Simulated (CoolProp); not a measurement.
Values from CoolProp's reference Helmholtz-energy equation of state, Lemmon 2016.

Problem. For R365MFC, give the phase and the density (kg/m³), Joule-Thomson coefficient (K/MPa), expansivity (1/kK) at 415.2 K and 25.8 bar.

Solution. 
- 415.2 K and 25.8 bar: liquid; density 952, Joule-Thomson coefficient 0.452, expansivity 4.21
